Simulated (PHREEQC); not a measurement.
Solution (25 °C): 0.012 mol HBr per kg of water. Closed to the air; pH follows from the charge balance.

All values are PHREEQC results (ion-association model, phreeqc.dat), not measurements.

This is a speciation only: nothing precipitates in the calculation.

Q: What pH does the model give?

A: pH 1.96.
